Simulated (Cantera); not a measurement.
An adiabatic, constant-volume homogeneous reactor starts with 9.12 % CO, 0.802 % H2, 7.11 % CH4, 17.4 % O2, 65.6 % N2, equivalence ratio 1.1, at 1250 K and 7500 Torr.

Model: GRI-Mech 3.0 (53 species, 325 reactions), integrated in Cantera. Above 3000 K some thermodynamic fits are extrapolated.

### Question
Predict: time of steepest temperature rise; temperature at 0.400 s; equilibrium temperature; x(CO) at 0.400 s; x(H2) at 0.400 s; x(NO2) at 0.400 s.

### Answer
```
Quantity                                                             Value
---------------------------------  ---------------------------------------
time of steepest temperature rise                                  1.32 ms
temperature at 0.400 s                                              3043 K
equilibrium temperature                                             3043 K
x(CO) at 0.400 s                     0.0674 (gas-phase equilibrium 0.0674)
x(H2) at 0.400 s                     0.0122 (gas-phase equilibrium 0.0122)
x(NO2) at 0.400 s                  7.47e-6 (gas-phase equilibrium 7.47e-6)
```
